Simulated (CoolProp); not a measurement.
Vapour-liquid equilibrium of CHF3 (R23) (1) + R152A (2) at 0.285 MPa; x and y are mole fractions of (1).

The numbers come from the multi-fluid Helmholtz-energy mixture model, Penoncello 2003 and Outcalt 1996; pair parameters Bell 2016 in CoolProp.

```
x      bubble temperature (K)  y at the bubble point  dew temperature at overall composition x (K)  liquid density (mol/L)
-----  ----------------------  ---------------------  --------------------------------------------  ----------------------
0.05                    267.3                  0.272                                         274.0                   14.83
0.125                   257.1                  0.539                                         271.8                   15.35
0.2                     248.9                  0.699                                         269.6                   15.82
0.275                   242.1                  0.798                                         267.2                   16.25
0.35                    236.5                  0.861                                         264.7                   16.66
0.425                   231.7                  0.902                                         261.9                   17.04
0.5                     227.7                  0.931                                         258.9                   17.40
0.575                   224.3                  0.952                                         255.5                   17.76
0.65                    221.3                  0.966                                         251.7                   18.10
0.725                   218.6                  0.977                                         247.2                   18.42
0.8                     216.3                  0.986                                         241.9                   18.74
0.875                   214.2                  0.992                                         235.0                   19.04
0.95                    212.3                  0.997                                         224.6                   19.33
```

No azeotrope shows between x = 0.05 and 0.95.

The pair parameters rest on a limited set of measurements; away from them the model extrapolates.
